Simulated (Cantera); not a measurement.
What does this Cantera script print?

```python
import numpy as np
import cantera as ct

gas_names = """
    Ca SO2 O3 O2 SO3
""".split()
cond_names = """
    CaS(s) Ca(a) Ca(b) Ca(L)
""".split()


# ... load() reads the species with a 1 bar reference pressure and builds the phases ...
species = {s.name: s for s in load("nasa_gas.yaml", gas_names) + load("nasa_condensed.yaml", cond_names)}
# Each term lists the table entries of one substance; the one whose range holds T is used.
reactions = {
    '3 Ca(g) + 3 SO2(g) = 3 CaS + 2 O3(g)':
        [(-3, ['Ca']), (-3, ['SO2']), (3, ['CaS(s)']), (2, ['O3'])],
    'CaS + O2(g) = SO2(g) + Ca':
        [(-1, ['CaS(s)']), (-1, ['O2']), (1, ['SO2']), (1, ['Ca(a)', 'Ca(b)', 'Ca(L)'])],
    '3 O2(g) + 2 CaS = 2 SO3(g) + 2 Ca':
        [(-3, ['O2']), (-2, ['CaS(s)']), (2, ['SO3']), (2, ['Ca(a)', 'Ca(b)', 'Ca(L)'])],
}


def pick(names, T):
    return next(species[n] for n in names if species[n].thermo.min_temp <= T <= species[n].thermo.max_temp)


results = []
for label, terms in reactions.items():
    print(label)
    print("     T/K   dH/kJ  dS/(J/K)   dG/kJ   log10 K")
    for T in [548, 748, 948, 1148, 1348, 1548, 1748, 1948, 2148]:
        used = [(nu, pick(names, T)) for nu, names in terms]
        dH = sum(nu * s.thermo.h(T) for nu, s in used) / 1e6
        dS = sum(nu * s.thermo.s(T) for nu, s in used) / 1e3
        dG = dH - T * dS / 1e3
        logK = -dG * 1e6 / (ct.gas_constant * T * np.log(10))
        results.append((label, T, dH, dS, dG, logK, [s.name for _, s in used]))
        print(f"{T:8g} {dH:8.1f} {dS:8.1f} {dG:8.1f} {logK:8.2f}")
```

Result:

```
3 Ca(g) + 3 SO2(g) = 3 CaS + 2 O3(g)
     T/K   dH/kJ  dS/(J/K)   dG/kJ   log10 K
     548   -768.3   -535.7   -474.7    45.25
     748   -759.0   -521.3   -369.1    25.78
     948   -749.6   -510.1   -266.0    14.66
    1148   -740.1   -501.0   -164.9     7.50
    1348   -730.6   -493.4    -65.5     2.54
    1548   -720.3   -486.3     32.4    -1.09
    1748   -708.8   -479.3    129.0    -3.85
    1948   -695.5   -472.1    224.1    -6.01
    2148   -680.2   -464.6    317.8    -7.73
CaS + O2(g) = SO2(g) + Ca
     T/K   dH/kJ  dS/(J/K)   dG/kJ   log10 K
     548    174.4     23.8    161.3   -15.37
     748    174.6     24.0    156.6   -10.94
     948    173.8     23.1    151.9    -8.37
    1148    182.2     30.7    147.0    -6.69
    1348    182.9     31.1    140.9    -5.46
    1548    183.4     31.5    134.6    -4.54
    1748    183.7     31.7    128.3    -3.83
    1948    184.0     31.8    121.9    -3.27
    2148    184.0     31.9    115.5    -2.81
3 O2(g) + 2 CaS = 2 SO3(g) + 2 Ca
     T/K   dH/kJ  dS/(J/K)   dG/kJ   log10 K
     548    150.5   -141.4    228.1   -21.74
     748    152.0   -139.5    256.4   -17.90
     948    151.9   -139.6    284.3   -15.66
    1148    170.4   -123.0    311.6   -14.18
    1348    173.4   -120.6    336.0   -13.02
    1548    176.1   -118.7    359.9   -12.14
    1748    178.6   -117.2    383.5   -11.46
    1948    180.7   -116.1    406.8   -10.91
    2148    182.4   -115.2    430.0   -10.46
```

Standard-state values (1 bar) from the NASA 1993 polynomials, evaluated with Cantera. Condensed species are held in their standard states even where they would react or evaporate.
